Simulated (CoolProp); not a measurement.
Vapour-liquid equilibrium of cyclohexane (1) + p-xylene (2) at 199.35 °C; x and y are mole fractions of (1).

The numbers come from the multi-fluid Helmholtz-energy mixture model, Zhou 2014 and Zhou 2012; pair parameters Bell 2016 in CoolProp.

| x | bubble pressure, mixture model (MPa) | bubble pressure, Raoult's law (MPa) | y, mixture model | y, Raoult's law |
|---|---|---|---|---|
| 0.05 | 0.4617 | 0.4541 | 0.146 | 0.147 |
| 0.125 | 0.5399 | 0.5234 | ? | 0.318 |
| 0.2 | 0.6152 | 0.5927 | 0.430 | 0.449 |
| 0.275 | 0.6878 | 0.6620 | 0.525 | 0.553 |
| 0.35 | 0.7580 | 0.7313 | 0.601 | 0.637 |
| 0.425 | ? | 0.8006 | 0.666 | 0.707 |
| 0.5 | 0.8930 | 0.8699 | 0.722 | 0.766 |
| 0.575 | 0.9587 | 0.9392 | ? | 0.815 |
| 0.65 | ? | 1.008 | 0.816 | 0.858 |
| 0.725 | 1.089 | 1.078 | 0.858 | 0.896 |
| 0.8 | 1.154 | 1.147 | 0.898 | 0.929 |
| 0.875 | ? | 1.216 | 0.937 | 0.958 |
| 0.95 | 1.286 | 1.286 | ? | 0.984 |

Task: Some entries are withheld; supply them.

Result: 
- 0.125, y, mixture model: 0.309
- 0.425, bubble pressure, mixture model (MPa): 0.8263
- 0.575, y, mixture model: 0.771
- 0.65, bubble pressure, mixture model (MPa): 1.024
- 0.875, bubble pressure, mixture model (MPa): 1.220
- 0.95, y, mixture model: 0.975

The largest gap from Raoult's law is +3.9 % in bubble pressure, at x = 0.275. No azeotrope shows between x = 0.05 and 0.95.

Pair parameters are fitted to limited data, so mixtures are less certain than the pure fluids.
